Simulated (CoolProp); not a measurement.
Computed with CoolProp (reference Helmholtz-energy equation of state, Aleksandrov 2011). It is a short technical equation, of lower accuracy than the large ones.

Task: For n-undecane, give the phase and the density (kg/m³), cv (kJ/(kg K)), isothermal compressibility (1/MPa) at 369.8 K and 0.101 MPa; 377.3 K and 0.101 MPa; 407.4 K and 0.101 MPa.

Result: 
- 369.8 K and 0.101 MPa: liquid; density 682, cv 2.08, isothermal compressibility 0.00177
- 377.3 K and 0.101 MPa: liquid; density 676, cv 2.11, isothermal compressibility 0.00187
- 407.4 K and 0.101 MPa: liquid; density 652, cv 2.23, isothermal compressibility 0.00241
